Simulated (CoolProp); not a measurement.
The fluid at 293.15 K and 0.196 MPa flows at 0.094 m/s in a round tube of 25 mm bore and 0.25 µm roughness, fully developed (64/Re and Nu = 3.66 if laminar; Colebrook and Gnielinski if turbulent). The same conditions are run with several fluids, on thermodynamics alone (safety and materials aside).

Values from CoolProp's reference Helmholtz-energy equation of state of each fluid (R143a: Lemmon and Jacobsen 2000; R22: Kamei 1995; ethane: Bücker 2006; oxygen: Schmidt 1985; R134a: Tillner-Roth 1994).

```json
[
 {"fluid": "R143a", "Reynolds number": "1500", "Darcy friction factor": "0.0426", "pressure drop (Pa/m)": "0.0527", "heat-transfer coefficient (W/(m² K))": "2.12", "mass flow (kg/h)": "1.16"},
 {"fluid": "R22", "Reynolds number": "1240", "Darcy friction factor": "0.0515", "pressure drop (Pa/m)": "0.0652", "heat-transfer coefficient (W/(m² K))": "1.64", "mass flow (kg/h)": "1.19"},
 {"fluid": "ethane", "Reynolds number": "625", "Darcy friction factor": "0.102", "pressure drop (Pa/m)": "0.0444", "heat-transfer coefficient (W/(m² K))": "2.99", "mass flow (kg/h)": "0.408"},
 {"fluid": "oxygen", "Reynolds number": "298", "Darcy friction factor": "0.214", "pressure drop (Pa/m)": "0.0977", "heat-transfer coefficient (W/(m² K))": "3.80", "mass flow (kg/h)": "0.428"},
 {"fluid": "R134a", "Reynolds number": "1740", "Darcy friction factor": "0.0368", "pressure drop (Pa/m)": "0.0558", "heat-transfer coefficient (W/(m² K))": "1.91", "mass flow (kg/h)": "1.42"}
]
```

Transport values come from each fluid's own correlations; those of R143a, R22, R134a are estimates that may be off by 10 % or more.
